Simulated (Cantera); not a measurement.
Charge: 1 mol Si, 2.6 mol HCl, 2.4 mol H2, at 1625 K and 10000 Pa.

Equilibrium computed with Cantera from the NASA thermochemical tables; the gas is ideal and each condensed phase is pure. Candidate condensed phases: Si; 19 gas species. The tables' values for SiCl3, SiCl are old estimates; treat these amounts as uncertain. The numbers say what is thermodynamically allowed, not how fast it happens.

Base state: H2 0.661, HCl 0.170, SiCl2 0.153, SiCl3 0.0120, SiCl4 0.00219, SiHCl3 0.00133, H 0.000181, SiH2Cl2 0.000136 (mole fractions); condensed: Si(s).

Question: What changes in the equilibrium state with this change: 0.55 mol O2 added?

Answer: 
```json
[
 {"species": "H2", "before": "0.661", "after": "0.572"},
 {"species": "HCl", "before": "0.170", "after": "0.332"},
 {"species": "SiCl2", "before": "0.153", "after": "0.0667"},
 {"species": "SiO", "before": "0", "after": "0.0133"},
 {"species": "SiCl3", "before": "0.0120", "after": "0.0110"},
 {"species": "H2O", "before": "0", "after": "2.06e-5"},
 {"species": "SiCl", "before": "2.94e-5", "after": "6.11e-6"},
 {"species": "SiH2Cl2", "before": "0.000136", "after": "5.14e-5"},
 {"species": "Si(s), mol", "before": "0.165", "after": "0"},
 {"species": "SiO2(β-quartz), mol", "before": "0", "after": "0.517"}
]
```
The tables' values for SiCl3 are old estimates; treat these amounts as uncertain. The tables hold silica as quartz up to 1696 K and as liquid above; real silica turns to tridymite and cristobalite and melts near 1996 K. Further candidate phases: H2O, SiO2.
